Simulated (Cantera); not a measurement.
Source: NASA polynomial tables (part measured, part estimated), evaluated in Cantera. Values are per mole of reaction as written; species without (g) are pure solids or liquids, kept so even where they would boil at 1 bar.

4 H2(g) + K2SO4 = 2 H2O(g) + 2 KOH(g) + H2S(g), with ΔH° = 468.2 kJ and ΔS° = 357.7 J/K at 300 K.

Question: How far is the shortcut ΔG° ≈ ΔH°(300 K) − T·ΔS°(300 K) from the full temperature-dependent value at 1073, 1223, 1373, 1523, 1673, 1823, 1973, 2123, 2273, 2423, 2573 K?

Answer: 
| T (K) | shortcut (kJ) | full (kJ) | difference (kJ) | difference in log10 K | condensed phases |
|---|---|---|---|---|---|
| 1073 | 84.4 | 125.4 | -41.0 | 1.99 | K2SO4(s) |
| 1223 | 30.8 | 87.5 | -56.7 | 2.42 | K2SO4(s) |
| 1373 | -22.9 | 52.0 | -74.8 | 2.85 | K2SO4(l) |
| 1523 | -76.5 | 20.9 | -97.4 | 3.34 | K2SO4(l) |
| 1673 | -130.2 | -9.2 | -120.9 | 3.78 | K2SO4(l) |
| 1823 | -183.8 | -38.4 | -145.4 | 4.17 | K2SO4(l) |
| 1973 | -237.5 | -66.8 | -170.7 | 4.52 | K2SO4(l) |
| 2123 | -291.1 | -94.5 | -196.6 | 4.84 | K2SO4(l) |
| 2273 | -344.8 | -121.5 | -223.3 | 5.13 | K2SO4(l) |
| 2423 | -398.4 | -147.9 | -250.5 | 5.40 | K2SO4(l) |
| 2573 | -452.1 | -173.8 | -278.3 | 5.65 | K2SO4(l) |
The shortcut ignores heat capacities and the phase changes listed.
